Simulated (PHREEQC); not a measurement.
PHREEQC input (ion-association model, phreeqc.dat):

```
SOLUTION_MASTER_SPECIES
  Amm  AmmH+  0  AmmH  17.031  # ammonia with no redox link, constants of NH4+
SOLUTION_SPECIES
  AmmH+ = AmmH+
    -log_k 0
    -gamma 2.5 0
    -dw 1.98e-9
  AmmH+ = Amm + H+
    -log_k -9.252
    -delta_h 12.48 kcal
    -analytic 0.6322 -0.001225 -2835.76
    -dw 2.28e-9
  AmmH+ + SO4-2 = AmmHSO4-
    -log_k 1.11
PHASES
  Amm(g)
    Amm = Amm
    -log_k 1.7966
    -analytic -18.758 3.3670e-4 2.5113e3 4.8619 39.192
    -T_c 405.6
    -P_c 111.3
    -Omega 0.25
EXCHANGE_SPECIES
  AmmH+ + X- = AmmHX
    -log_k 0.6
    -gamma 2.5 0
    -delta_h -2.4
SOLUTION 0
  temp 15
  units mmol/kgw
  pH 7 charge
  S(6) 5.8
  Mg 4.3
  Na 3
  Cl 0.01
  O(0) 1 O2(g) -0.68
SOLUTION 1-40
  temp 15
  units mmol/kgw
  pH 7 charge
  Cl 3.61
  Amm 3.6
  O(0) 1 O2(g) -0.68
END
EXCHANGE 1-40
  X 0.033
  -equilibrate 1
END
SELECTED_OUTPUT 1
  -reset false
  -pH true
  -pe true
  -ionic_strength true
  -water true
  -step true
  -totals Amm Cl Mg Na S S(-2) S(6)
  -molalities MgX2 AmmHX NaX
  -saturation_indices Halite
PRINT
  -reset false
TRANSPORT
  -cells 40
  -shifts 320
  -lengths 0.025
  -time_step 300
  -dispersivities 0.08
  -boundary_conditions flux flux
  -correct_disp true
  -punch_cells 40
  -punch_frequency 10
END
# ... the last block is repeated for the other 32 points of pore volumes
```

Selected output (columns that matter, 15 of 33 rows; pore volumes added in front):

```
pore volumes	pH	mu	Amm	Cl	Mg	Na	S	m_MgX2	m_NaX	si_Halite
0	5.0214	0.00361	0.0036	0.00361	0	0	0	0	0	-1000
0.5125	5.0312	0.0043683	0.0040542	0.0034056	0	2.9318e-08	0.00032935	0	5.8077e-08	-11.624
1.2625	5.1166	0.013843	0.0091708	0.00077561	1.5088e-24	0.00072789	0.0045665	4.9262e-23	0.00063735	-7.9168
1.7625	5.132	0.015986	0.009346	0.00017661	6.8626e-18	0.0018838	0.0055316	1.9897e-16	0.0015772	-8.1539
2.2625	5.1362	0.016492	0.0088343	4.2179e-05	3.4019e-14	0.0026942	0.0057482	1.0466e-12	0.002331	-8.622
2.7625	5.1376	0.016606	0.0084154	1.5927e-05	2.0592e-11	0.0031714	0.0057905	6.747e-10	0.0028338	-8.9745
3.5125	5.1383	0.016642	0.008081	1.0453e-05	1.4809e-07	0.0035177	0.0057993	5.1195e-06	0.0032296	-9.1126
4.0125	5.1384	0.016654	0.0078775	1.0081e-05	5.7822e-05	0.0036066	0.0057999	0.0016813	0.0030361	-9.1175
4.5125	5.1376	0.016929	0.0044849	1.0014e-05	0.001904	0.003307	0.0058	0.012302	0.0013021	-9.1584
5.2625	5.1374	0.017338	0.0011756	1.0001e-05	0.0036806	0.0030631	0.0058	0.015279	0.00095976	-9.193
5.7625	5.1375	0.017437	0.00050655	1e-05	0.0040343	0.0030249	0.0058	0.015732	0.00091733	-9.1986
6.2625	5.1375	0.017479	0.00022513	1e-05	0.0041822	0.0030105	0.0058	0.015914	0.00090129	-9.2008
6.7625	5.1375	0.017498	0.0001022	1e-05	0.0042466	0.0030046	0.0058	0.015991	0.00089464	-9.2017
7.5125	5.1375	0.017509	3.2081e-05	1e-05	0.0042833	0.0030014	0.0058	0.016035	0.00089094	-9.2022
8.0125	5.1375	0.017512	1.4988e-05	1e-05	0.0042922	0.0030007	0.0058	0.016046	0.00089005	-9.2023
```

Species that the database lacks are ignored.
